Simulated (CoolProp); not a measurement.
Vapour-liquid equilibrium of n-hexane (1) + m-xylene (2) at 0.00247 MPa; x and y are mole fractions of (1).

The numbers come from the multi-fluid Helmholtz-energy mixture model, Thol 2019 and Zhou 2012; pair parameters Bell 2016 in CoolProp.

| x | bubble temperature (°C) | y at the bubble point | dew temperature at overall composition x (°C) | liquid density (mol/L) |
|---|---|---|---|---|
| 0.05 | 27.6 | 0.502 | 38.6 | 8.059 |
| 0.15 | 12.0 | 0.827 | 36.6 | 8.147 |
| 0.25 | 2.8 | 0.919 | 34.4 | 8.183 |
| 0.35 | -3.0 | 0.953 | 32.0 | 8.189 |
| 0.45 | -6.7 | … | 29.2 | … |
| 0.55 | -9.3 | … | 26.0 | 8.155 |
| 0.65 | -11.0 | 0.984 | 22.1 | 8.125 |
| 0.75 | -12.4 | 0.988 | 17.1 | 8.092 |
| 0.85 | -13.6 | 0.992 | 10.2 | 8.058 |
| 0.95 | -14.9 | 0.997 | -2.3 | 8.028 |

Task: Complete the blanks.

Result: 
- 0.45, y at the bubble point: 0.970
- 0.45, liquid density (mol/L): 8.178
- 0.55, y at the bubble point: 0.978

No azeotrope shows between x = 0.05 and 0.95.

Pair parameters are fitted to limited data, so mixtures are less certain than the pure fluids.
